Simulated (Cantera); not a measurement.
Feed: 1 mol CH3F, 0.086 mol F2, held at 1627 °C and 7.50 Torr.

These are equilibrium values from Cantera (NASA tables, ideal gas, pure condensed phases), not measurements of a reactor. Candidate condensed phases: C, C6H6, C7H8, C8H18; 95 gas species. Rates play no part.

Base state: HF 0.560, H2 0.434, H 0.00523, C2H2 (acetylene) 0.000166 (mole fractions); condensed: C(graphite).

What changes in the equilibrium state with this change: CH3F replaced by CF4?


```json
[
 {"species": "CF4", "before": "<1e-9", "after": "0.852"},
 {"species": "F", "before": "1.81e-6", "after": "0.148"},
 {"species": "CF3", "before": "<1e-9", "after": "0.000341"},
 {"species": "HF", "before": "0.560", "after": "0"},
 {"species": "H2", "before": "0.434", "after": "0"},
 {"species": "H", "before": "0.00523", "after": "0"},
 {"species": "CF2", "before": "<1e-9", "after": "0.000312"},
 {"species": "C2H2 (acetylene)", "before": "0.000166", "after": "0"},
 {"species": "C(graphite), mol", "before": "0.999", "after": "0"}
]
```
Gases not in the tables: C2F6 and larger saturated fluorocarbons.

What changes in the equilibrium state with this change: temperature from 1627 °C to 802 °C?


```csv
species,before,after
HF,0.560,0.562
H2,0.434,0.438
CH4,1.06e-6,8.65e-5
H,0.00523,9.71e-8
C2H2 (acetylene),0.000166,3.30e-9
"C(graphite), mol",0.999,1.000
```
